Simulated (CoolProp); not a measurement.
A Linde-Hampson liquefier for oxygen: isothermal reversible compression at 300 K from 1 atm to 40 MPa, throttling to 1 atm, return gas leaving the recuperator 0 K below the feed. Each further row changes one setting.

Values from CoolProp's reference Helmholtz-energy equation of state, Schmidt 1985.

| case | liquid yield per pass | compression work (kJ/kg of gas) |
|---|---|---|
| as stated | ___ | 458 |
| high pressure 80 MPa | ___ | ___ |
| warm-end temperature 330 K | ___ | ___ |
| warm-end gap 5 K | ___ | 458 |

Question: Fill in the missing entries.

Answer: 
- as stated, liquid yield per pass: 0.155
- high pressure 80 MPa, liquid yield per pass: 0.156
- high pressure 80 MPa, compression work (kJ/kg of gas): 524
- warm-end temperature 330 K, liquid yield per pass: 0.120
- warm-end temperature 330 K, compression work (kJ/kg of gas): 510
- warm-end gap 5 K, liquid yield per pass: 0.146

Above 300 K oxygen's equation is extrapolated.
